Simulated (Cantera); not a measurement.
**Ignition delay**

Mixture: CH4 : O2 : N2 : CO2 = 1 : 2 : 7.52 : 0.37 (molar parts), at 7.30 bar, adiabatic and at constant volume. Ignition delay is the time to a rise of 400 K.

Computed with Cantera and GRI-Mech 3.0 (53 species, 325 reactions).

```
T0 (K)  delay (ms)
------  ----------
1075          36.3
1175          9.20
1275          2.68
1375         0.872
1475         0.310
1575         0.120
1675        0.0509
```

apparent activation energy between 1475 and 1675 K: 190 kJ/mol
